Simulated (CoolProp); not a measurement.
Vapour-liquid equilibrium of R113 (1) + benzene (2) at 372.1 K; x and y are mole fractions of (1).

Model: multi-fluid Helmholtz-energy mixture model, Marx 1992 and Thol 2012; pair parameters Bell 2016, in CoolProp.

| x | bubble pressure, mixture model (kPa) | bubble pressure, Raoult's law (kPa) | y, mixture model | y, Raoult's law |
|---|---|---|---|---|
| 0.05 | 200.0 | 187.6 | … | 0.114 |
| 0.125 | 231.5 | 206.5 | 0.320 | 0.258 |
| 0.2 | 257.7 | 225.3 | 0.428 | 0.378 |
| 0.275 | … | 244.1 | … | 0.480 |
| 0.35 | 299.9 | 262.9 | 0.577 | 0.567 |
| 0.425 | 317.7 | 281.7 | 0.634 | 0.643 |
| 0.5 | … | 300.5 | 0.685 | 0.709 |
| 0.575 | 349.4 | 319.4 | 0.733 | 0.767 |
| 0.65 | 364.0 | 338.2 | … | 0.819 |
| 0.725 | 378.0 | 357.0 | … | 0.865 |
| 0.8 | 391.6 | 375.8 | … | 0.907 |
| 0.875 | 404.8 | 394.6 | … | 0.945 |
| 0.95 | 417.6 | 413.4 | 0.967 | 0.979 |

Q: Fill in the missing entries.

A: 
- 0.05, y, mixture model: 0.160
- 0.275, bubble pressure, mixture model (kPa): 280.2
- 0.275, y, mixture model: 0.510
- 0.5, bubble pressure, mixture model (kPa): 334.1
- 0.65, y, mixture model: 0.780
- 0.725, y, mixture model: 0.826
- 0.8, y, mixture model: 0.872
- 0.875, y, mixture model: 0.919

The largest gap from Raoult's law is +14.8 % in bubble pressure, at x = 0.275. No azeotrope shows between x = 0.05 and 0.95.

The pair parameters rest on a limited set of measurements; away from them the model extrapolates.
